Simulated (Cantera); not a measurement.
**Thermodynamics of titanium nitride, carbide and oxide coatings, feed Ti + CH4 + H2**

Feed: 1 mol Ti, a varied amount of CH4, 18 mol H2, equilibrated at 1350 K and 1.33 mbar.

These are equilibrium values from Cantera (NASA tables, ideal gas, pure condensed phases), not measurements of a reactor. Candidate condensed phases: C, C6H6, C7H8, C8H18, Ti, TiC; 77 gas species. Mutual solubility and eutectic melting of coexisting phases are not modelled. TiC: taken at fixed stoichiometry. Condensed phases not in the tables: N, O or C dissolved in the metal. Kinetics and transport are ignored.

| n(CH4) (mol) | x H2 | x H | x CH4 | x C2H2 (acetylene) | x Ti | n Ti(β) | n TiC(s) | n C(graphite) |
|---|---|---|---|---|---|---|---|---|
| 0.45 | 1.000 | 6.53e-5 | 2.40e-12 | <1e-12 | 1.34e-8 | 0.550 | 0.450 | 0 |
| 1.2 | 1.000 | 6.53e-5 | 7.68e-6 | 1.24e-6 | <1e-12 | 0 | 1.00 | 0.200 |
| 2 | 1.000 | 6.53e-5 | 7.68e-6 | 1.24e-6 | <1e-12 | 0 | 1.00 | 1.000 |
| 2.8 | 1.000 | 6.53e-5 | 7.68e-6 | 1.24e-6 | <1e-12 | 0 | 1.00 | 1.80 |
| 3.6 | 1.000 | 6.53e-5 | 7.68e-6 | 1.24e-6 | <1e-12 | 0 | 1.00 | 2.60 |
| 4.4 | 1.000 | 6.53e-5 | 7.68e-6 | 1.24e-6 | <1e-12 | 0 | 1.00 | 3.40 |
| 5.2 | 1.000 | 6.53e-5 | 7.68e-6 | 1.24e-6 | <1e-12 | 0 | 1.00 | 4.20 |
| 6 | 1.000 | 6.53e-5 | 7.68e-6 | 1.24e-6 | <1e-12 | 0 | 1.00 | 5.00 |
| 6.8 | 1.000 | 6.53e-5 | 7.68e-6 | 1.24e-6 | <1e-12 | 0 | 1.00 | 5.80 |
| 7.5 | 1.000 | 6.53e-5 | 7.68e-6 | 1.24e-6 | <1e-12 | 0 | 1.00 | 6.50 |
x: gas mole fraction; n: condensed amount in mol.

At 0.45 mol CH4 the condensed part is Ti(β) + TiC(s). From 1.2 mol CH4 to 7.5 mol CH4 the condensed part is C(graphite) + TiC(s).
